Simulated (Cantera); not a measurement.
An adiabatic, constant-pressure homogeneous reactor starts with CO : H₂ : O₂ : N₂ = 1 : 0.17 : 0.532 : 2 (molar parts), equivalence ratio 1.1, at 1423 K and 1.01 bar.

Detailed kinetics in Cantera: GRI-Mech 3.0 (53 species, 325 reactions).

### Question
Predict: time of steepest temperature rise; temperature at 0.200 s; equilibrium temperature; x(CO) at 0.200 s; x(H₂) at 0.200 s; x(O₂) at 0.200 s; x(NO) at 0.200 s; x(N₂O) at 0.200 s; x(H₂O) at 0.200 s.

### Answer
time of steepest temperature rise: 32.3 µs
temperature at 0.200 s: 2759 K
equilibrium temperature: 2759 K
x(CO) at 0.200 s: 0.121 (gas-phase equilibrium 0.121)
x(H₂) at 0.200 s: 0.00385 (gas-phase equilibrium 0.00385)
x(O₂) at 0.200 s: 0.0344 (gas-phase equilibrium 0.0344)
x(NO) at 0.200 s: 0.0122 (gas-phase equilibrium 0.0122)
x(N₂O) at 0.200 s: 5.93e-7 (gas-phase equilibrium 5.93e-7)
x(H₂O) at 0.200 s: 0.0386 (gas-phase equilibrium 0.0386)
